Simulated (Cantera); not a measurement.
Charge: 1 mol Si, 0.23 mol CO, 7 mol N2, held at 848.15 K and 64.0 mbar.

These are equilibrium values from Cantera (NASA tables, ideal gas, pure condensed phases), not measurements of a reactor. Candidate condensed phases: C, Si, SiC, SiO2, Si2N2O, Si3N4; 34 gas species. N2 is the only nitrogen source here; it is nearly inert below about 1500 K, so the nitride shown seldom forms there in practice. Rates play no part.

What is the equilibrium state?


```
Property                              Value
--------------------------------  ---------
x(N2)                                  1.00
n(C(graphite))                    0.230 mol
n(Si2N2O(s))                      0.230 mol
n(Si3N4(s))                       0.180 mol
gas amount                        6.410 mol
log10 activity of Si(s) (absent)      -8.72
```
